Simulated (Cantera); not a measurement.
Input (Python, Cantera):

```python
import numpy as np
import cantera as ct

surf = ct.Interface("ptcombust.yaml", "Pt_surf")
gas = surf.adjacent["gas"]
gas.TPX = 300, 13000, {'H2': 0.026, 'O2': 0.11, 'N2': 0.79}
jet = ct.ImpingingJet(gas=gas, width=0.095, surface=surf)
jet.inlet.mdot, jet.inlet.T, jet.inlet.X = 0.038, 300, {'H2': 0.026, 'O2': 0.11, 'N2': 0.79}
jet.set_refine_criteria(ratio=10, slope=0.2, curve=0.3)
show, cover = ['H2', 'O2', 'H2O', 'OH'], ["PT(S)", "H(S)", "O(S)", "OH(S)", "CO(S)", "C(S)"]

rows = []
print(f"{'Ts/K':>7s}" + "".join(f"{s:>11s}" for s in show + cover) + "   (gas at the wall, coverages)")
for i, Ts in enumerate([700, 750, 800, 850, 900, 950, 1000]):
    jet.surface.T = Ts
    if i == 0:
        surf.TP = Ts, 13000
        surf.coverages = "PT(S):0.5, O(S):0.5"
        surf.advance_coverages(1.0)
        jet.set_initial_guess(products="inlet")
    jet.solve(loglevel=0, auto=(i == 0))
    rows.append([*(jet.X[gas.species_index(s), -1] for s in show), *surf[cover].coverages])
    print(f"{Ts:7g}" + "".join(f"{x:11.3e}" for x in rows[-1]))
```

Result:

```
   Ts/K         H2         O2        H2O         OH      PT(S)       H(S)       O(S)      OH(S)      CO(S)       C(S)   (gas at the wall, coverages)
    700  1.677e-03  9.049e-02  5.087e-02  1.533e-10  4.110e-02  2.637e-09  9.557e-01  3.168e-03  8.244e-32  7.357e-35
    750  1.275e-03  9.018e-02  5.131e-02  9.026e-10  5.689e-02  6.460e-09  9.404e-01  2.691e-03  2.166e-20  1.710e-27
    800  8.648e-04  8.985e-02  5.178e-02  3.856e-09  8.896e-02  1.892e-08  9.085e-01  2.500e-03  1.056e-19  3.212e-26
    850  5.869e-04  8.965e-02  5.204e-02  1.380e-08  1.354e-01  5.201e-08  8.623e-01  2.339e-03  1.102e-19  3.846e-26
    900  4.324e-04  8.958e-02  5.208e-02  4.200e-08  1.916e-01  1.247e-07  8.063e-01  2.148e-03  9.154e-21  4.854e-25
    950  3.377e-04  8.956e-02  5.204e-02  1.143e-07  2.537e-01  2.638e-07  7.443e-01  1.938e-03  3.426e-23 -5.252e-29
   1000  2.712e-04  8.976e-02  5.174e-02  3.357e-07  3.186e-01  5.023e-07  6.797e-01  1.721e-03  4.623e-21 -8.961e-25
```

Detailed kinetics in Cantera: Deutschmann's 1995 Pt surface mechanism with GRI-Mech 3.0 gas chemistry. Catalytic surfaces can have several steady states; this one follows from the mechanism file's or the stated starting coverage.
